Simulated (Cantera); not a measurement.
## Ignition delay

Mixture: 4.21 % CO, 3.36 % H₂, 1.68 % CH₄, 15.9 % O₂, 74.9 % N₂, equivalence ratio 0.45, at 615 Torr, adiabatic and at constant volume. Ignition delay is the time to a rise of 400 K.

Model: GRI-Mech 3.0 (53 species, 325 reactions), integrated in Cantera. Where the delays flatten at high temperature, the 400 K rule measures the pace of heat release, not the induction time.

```csv
T0 (K),delay (ms)
1125,0.467
1225,0.213
1325,0.126
1425,0.0881
1525,0.0689
1625,0.0591
1725,0.0549
1825,0.0551
1925,0.0591
2025,0.0670
```
